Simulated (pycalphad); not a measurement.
All values are pycalphad results on the COST 507 light-alloy database (1999) (1 atm), not direct measurements. These are 1990s assessments: newer ones move some temperatures and phases. Amounts are mole fractions of atoms. Diffusion is slow at the low end, where real alloys seldom reach equilibrium.

Problem. Give the equilibrium state of Mg-1.362Al-0.6226Si (wt.%) at 77 °C.

Solution. 
```
T = 350.00 K, P = 101325 Pa, N = 1 mol of atoms
G = -11925 J/mol, H = 991 J/mol, S = 36.90 J/(mol K)  (SER reference)
chemical potentials (J/mol): Mg -11561, Al -15877, Si -69024
phase             fraction      x(Mg)      x(Al)      x(Si)
HCP_A3              0.9702     0.9931     0.0069      1e-14
MG2SI               0.0162     0.6667       none     0.3333
ALMG_GAMMA          0.0136     0.5860     0.4140       none
```

Problem. Give the equilibrium state of Mg-1.362Al-0.6226Si (wt.%) at 527 °C.

Solution. 
```
T = 800.00 K, P = 101325 Pa, N = 1 mol of atoms
G = -34302 J/mol, H = 13627 J/mol, S = 59.91 J/(mol K)  (SER reference)
chemical potentials (J/mol): Mg -33841, Al -51689, Si -78502
phase             fraction      x(Mg)      x(Al)      x(Si)
HCP_A3              0.9838     0.9875     0.0125   3.77e-06
MG2SI               0.0162     0.6667       none     0.3333
```

Database names, with the compositions (at.%) that they take in these runs: MG2SI: Mg 67 Si 33; ALMG_GAMMA: Mg 59 Al 41. HCP_A3 is hcp. An entry "none" or "no" means that the model of the phase leaves that element out.
